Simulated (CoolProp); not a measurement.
Ethylene at 417.62 K and 0.123 MPa is throttled through a valve to 0.0815 MPa with no heat exchange. Each further row changes one setting.

Model: reference Helmholtz-energy equation of state, Smukala 2000, in CoolProp.

| case | temperature change (K) | final density (kg/m³) |
|---|---|---|
| as stated | ___ | 0.660 |
| outlet pressure 0.0244 MPa | ___ | 0.197 |
| outlet pressure 0.106 MPa | ___ | 0.858 |

Problem. Complete the blanks.

Solution. 
- as stated, temperature change (K): -0.2
- outlet pressure 0.0244 MPa, temperature change (K): -0.4
- outlet pressure 0.106 MPa, temperature change (K): -0.1
